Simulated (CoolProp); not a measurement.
Tetrahydrofuran at 436.34 K and 0.246 MPa is throttled through a valve to 0.114 MPa with no heat exchange. Each further row changes one setting.

Values from CoolProp's reference Helmholtz-energy equation of state, Fiedler 2023.

```tsv
case	temperature change (K)	final density (kg/m³)
as stated	[?]	[?]
outlet pressure 0.0342 MPa	-2.6	0.687
outlet pressure 0.148 MPa	-1.2	[?]
```

Task: Fill in the missing entries.

Result: 
- as stated, temperature change (K): -1.7
- as stated, final density (kg/m³): 2.31
- outlet pressure 0.148 MPa, final density (kg/m³): 3.01
